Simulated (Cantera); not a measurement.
A jet of CH4 : O2 : N2 = 0.067 : 0.13 : 0.79 (molar parts) at 300 K and 0.0691 atm hits a platinum plate 4 cm away at a mass flux of 0.044 kg/m²/s; the plate temperature is set and raised in steps from an oxygen-covered start.

Model: Deutschmann's 1995 Pt surface mechanism with GRI-Mech 3.0 gas chemistry, integrated in Cantera. Catalytic surfaces can have several steady states; this one follows from the mechanism file's or the stated starting coverage.

x: mole fraction at the wall; θ: surface coverage.

| plate T (K) | wall x CH4 | wall x O2 | wall x H2O | wall x OH | wall x CO | wall x CO2 | θ free Pt | θ O* | θ OH* | θ CO* |
|---|---|---|---|---|---|---|---|---|---|---|
| 900 | 0.0422 | 0.0766 | 0.0484 | 4.38e-8 | 1.79e-5 | 0.0317 | 0.241 | 0.757 | 0.00166 | 2.47e-5 |
| 950 | 0.0294 | 0.0494 | 0.0721 | 1.39e-7 | 1.85e-5 | 0.0474 | 0.341 | 0.657 | 0.00183 | 2.05e-5 |
| 1000 | 0.0194 | 0.0284 | 0.0904 | 3.60e-7 | 1.85e-5 | 0.0597 | 0.457 | 0.541 | 0.00179 | 1.62e-5 |
| 1050 | ? | ? | ? | ? | 1.94e-5 | 0.0684 | ? | ? | ? | ? |
| 1100 | 0.00455 | 0.00296 | 0.116 | 4.28e-8 | 0.0107 | 0.0652 | 0.989 | 0.000292 | 5.11e-5 | 0.0106 |
| 1150 | 0.00461 | 0.00307 | 0.116 | ? | 0.0101 | 0.0657 | 0.994 | ? | 4.83e-5 | ? |
| 1200 | 0.00470 | 0.00319 | 0.115 | 2.35e-7 | 0.00936 | 0.0665 | 0.996 | 0.000426 | 4.68e-5 | 0.00287 |

Problem. Some entries are withheld; supply them.

Solution. 
- 1050, wall x CH4: 0.0123
- 1050, wall x O2: 0.0136
- 1050, wall x H2O: 0.103
- 1050, wall x OH: 7.70e-7
- 1050, θ free Pt: 0.599
- 1050, θ O*: 0.399
- 1050, θ OH*: 0.00159
- 1050, θ CO*: 1.39e-5
- 1150, wall x OH: 1.03e-7
- 1150, θ O*: 0.000347
- 1150, θ CO*: 0.00546
